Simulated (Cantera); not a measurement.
Feed: 1 mol TiO₂, 0.35 mol H₂, equilibrated at 1998 K and 10.0 mbar.

These are equilibrium values from Cantera (NASA tables, ideal gas, pure condensed phases), not measurements of a reactor. Candidate condensed phases: H₂O, Ti, TiO, TiO₂, Ti₂O₃, Ti₃O₅, Ti₄O₇; 12 gas species. Mutual solubility and eutectic melting of coexisting phases are not modelled. Condensed phases not in the tables: Magnéli phases beyond Ti₄O₇. Rates play no part.

Base state: H₂ 0.717, H₂O 0.269, H 0.0136, OH 0.000507, TiO₂ 2.08e-5 (mole fractions); condensed: TiO₂(rutile) + Ti₄O₇(l).

Question: What changes in the equilibrium state with this change: temperature from 1998 K to 1475 K?

Answer: 
| species | before | after |
|---|---|---|
| H₂ | 0.717 | 0.987 |
| H₂O | 0.269 | 0.0131 |
| H | 0.0136 | 0.000129 |
| TiO₂ | 2.08e-5 | <1e-9 |
| OH | 0.000507 | 4.49e-8 |
| TiO₂(rutile), mol | 0.620 | 0.982 |
| Ti₄O₇(l), mol | 0.0950 | 0 |
| Ti₄O₇(s), mol | 0 | 0.00459 |
